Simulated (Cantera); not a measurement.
## Equilibrium for aluminium nitride and oxide growth: AlCl₃ + HCl + N₂

Charge: 1 mol AlCl₃, a varied amount of HCl, 6.6 mol N₂, held at 1177 °C and 1.33 mbar.

These are equilibrium values from Cantera (NASA tables, ideal gas, pure condensed phases), not measurements of a reactor. Candidate condensed phases: Al, AlCl₃, AlN, NH₄Cl; 20 gas species. The tables' values for AlCl₂ are old estimates; treat these amounts as uncertain. Equilibrium is a limit: real reactors are often held back by kinetics, nucleation or transport.

From 0.66 mol HCl to 7.3 mol HCl nothing is condensed. The main Al-bearing gas is AlCl₃ throughout.

```json
[
 {"n(HCl) (mol)": "0.66", "x N₂": "0.798", "x HCl": "0.0794", "x AlCl₃": "0.120", "x Cl": "0.00119"},
 {"n(HCl) (mol)": "0.84", "x N₂": "0.781", "x HCl": "0.0989", "x AlCl₃": "0.118", "x Cl": "0.00127"},
 {"n(HCl) (mol)": "1.1", "x N₂": "0.758", "x HCl": "0.126", "x AlCl₃": "0.114", "x Cl": "0.00138"},
 {"n(HCl) (mol)": "1.4", "x N₂": "0.733", "x HCl": "0.154", "x AlCl₃": "0.110", "x Cl": "0.00151"},
 {"n(HCl) (mol)": "1.7", "x N₂": "0.709", "x HCl": "0.181", "x AlCl₃": "0.107", "x Cl": "0.00162"},
 {"n(HCl) (mol)": "2.2", "x N₂": "0.673", "x HCl": "0.223", "x AlCl₃": "0.102", "x Cl": "0.00180"},
 {"n(HCl) (mol)": "2.8", "x N₂": "0.634", "x HCl": "0.267", "x AlCl₃": "0.0957", "x Cl": "0.00198"},
 {"n(HCl) (mol)": "3.5", "x N₂": "0.594", "x HCl": "0.313", "x AlCl₃": "0.0897", "x Cl": "0.00217"},
 {"n(HCl) (mol)": "4.5", "x N₂": "0.545", "x HCl": "0.369", "x AlCl₃": "0.0823", "x Cl": "0.00239"},
 {"n(HCl) (mol)": "5.7", "x N₂": "0.496", "x HCl": "0.426", "x AlCl₃": "0.0749", "x Cl": "0.00260"},
 {"n(HCl) (mol)": "7.3", "x N₂": "0.442", "x HCl": "0.487", "x AlCl₃": "0.0668", "x Cl": "0.00282"}
]
```
x: gas mole fraction; nothing condenses.
